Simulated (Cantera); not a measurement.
**Low-pressure radical oxidation in H2/O2**

An isothermal, constant-pressure homogeneous reactor starts with H2 : O2 = 0.007 : 1 (molar parts), equivalence ratio 0.0035, at 1423 K and 120 Pa.

Detailed kinetics in Cantera: the H2/O2 subset of GRI-Mech 3.0, which has no nitrogen chemistry. Radical loss at walls, strong at low pressure, is not modelled.

```tsv
t (s)	x H2	x O2	x H2O	x H2O2	x O	x HO2
0.000900	0.00695	0.993	1.38e-9	2.09e-12	1.45e-8	1.79e-8
0.00212	0.00695	0.993	1.04e-8	1.11e-11	4.57e-8	4.20e-8
0.00499	0.00695	0.993	7.84e-8	5.61e-11	1.63e-7	9.88e-8
0.0117	0.00695	0.993	8.30e-7	2.54e-10	9.98e-7	2.31e-7
0.0277	0.00690	0.993	3.28e-5	9.07e-10	3.14e-5	5.08e-7
0.0651	0.000736	0.987	0.00525	1.30e-9	0.00503	3.94e-8
0.153	1.92e-5	0.986	0.00637	5.63e-10	0.00623	2.48e-8
0.361	1.91e-5	0.986	0.00638	5.62e-10	0.00621	2.48e-8
0.850	1.90e-5	0.986	0.00638	5.61e-10	0.00618	2.47e-8
2.00	1.87e-5	0.986	0.00638	5.58e-10	0.00610	2.46e-8
```
x: mole fraction; the columns are a selection and need not sum to one.

Equilibrium at this temperature and pressure: H2 1.29e-7, O2 0.993, H2O 0.00693, H2O2 3.11e-11, O 3.90e-5, HO2 1.71e-8 (gas phase only).
